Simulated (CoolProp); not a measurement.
Vapour-liquid equilibrium of n-heptane (1) + n-dodecane (2) at 0.0192 MPa; x and y are mole fractions of (1).

Values from CoolProp's multi-fluid Helmholtz-energy mixture model, Span 2003 and Lemmon 2004; pair parameters Bell 2016.

| x | bubble temperature (K) | y at the bubble point | dew temperature at overall composition x (K) | liquid density (mol/L) |
|---|---|---|---|---|
| 0.05 | 406.9 | 0.576 | 428.5 | 3.968 |
| 0.15 | 377.6 | 0.887 | 425.3 | 4.258 |
| 0.25 | 361.3 | 0.955 | 421.8 | 4.506 |
| 0.35 | 350.8 | 0.978 | 417.9 | 4.743 |
| 0.45 | 343.5 | 0.987 | 413.5 | 4.981 |
| 0.55 | 338.1 | 0.993 | 408.3 | 5.228 |
| 0.65 | 333.9 | 0.995 | 402.2 | 5.488 |
| 0.75 | 330.4 | 0.997 | 394.3 | 5.766 |
| 0.85 | 327.5 | 0.999 | 383.4 | 6.065 |
| 0.95 | 324.8 | 1.000 | 363.0 | 6.390 |

No azeotrope shows between x = 0.05 and 0.95.

Pair parameters are fitted to limited data, so mixtures are less certain than the pure fluids. The gap from Raoult's law changes sign with composition, which may be real or a fault of the pair parameters; it wasn't checked against measurements.
